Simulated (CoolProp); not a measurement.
Vapour-liquid equilibrium of ethanol (1) + o-xylene (2) at 379.5 K; x and y are mole fractions of (1).

Computed with CoolProp (multi-fluid Helmholtz-energy mixture model, Schroeder 2014 and Zhou 2012; pair parameters Bell 2016).

```
x     bubble pressure (kPa)  y at the bubble point  dew pressure at overall composition x (kPa)  liquid density (mol/L)
----  ---------------------  ---------------------  -------------------------------------------  ----------------------
0.05                    ___                    ___                                        34.56                   7.763
0.15                  148.3                  0.794                                        38.60                   8.154
0.25                  182.4                  0.840                                        43.67                   8.596
0.35                  201.3                  0.861                                        50.26                   9.102
0.45                  213.1                  0.874                                          ___                   9.686
0.55                  222.5                  0.885                                        71.86                   10.37
0.65                  232.1                  0.898                                        91.38                   11.16
0.75                  243.0                  0.916                                        125.0                   12.10
0.85                  255.8                  0.941                                        191.5                   13.22
0.95                  270.1                  0.977                                        259.7                   14.57
```

**Question.** What belongs in the gaps?

**Answer.** 
- 0.05, bubble pressure (kPa): 83.85
- 0.05, y at the bubble point: 0.617
- 0.45, dew pressure at overall composition x (kPa): 59.17

No azeotrope shows between x = 0.05 and 0.95.

The pair parameters rest on a limited set of measurements; away from them the model extrapolates. With so large a gap from Raoult's law the liquid may split in two, which this calculation doesn't test in full.
